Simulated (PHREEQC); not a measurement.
Make-up at 20 °C: 3.8 mol H2SO4 and 0.052 mol K2SO4 per kg of water. Closed to the air; pH follows from the charge balance.

The numbers come from PHREEQC with the Pitzer model, pitzer.dat.

Each row changes one thing in this solution. Precipitation was switched off in this run.

| case | pH | ionic strength (mol/kgw) | HSO4- (mol/kgw) | SO4-2 (mol/kgw) |
|---|---|---|---|---|
| as made | -1.49 | 5.38 | 3.09 | 0.762 |
| K2SO4 replaced by KOH at the same molality | -1.49 | 5.39 | 3.01 | 0.793 |
| diluted 2-fold with water | -0.61 | 2.94 | 1.42 | 0.507 |
| K2SO4 left out | -1.50 | 5.46 | 2.97 | 0.828 |
| temperature from 20 to 40 °C | -1.41 | 5.00 | 3.28 | 0.573 |
| temperature from 20 to 55 °C | -1.36 | 4.76 | 3.40 | 0.455 |
| H2SO4 from 3.8 to 0.76 mol/kgw | 0.08 | 1.22 | 0.610 | 0.202 |

In brines, pH and single-ion activities rest on the MacInnes convention. Away from 25 °C the constants follow the database's enthalpies or fits; those with neither stay at their 25 °C values.
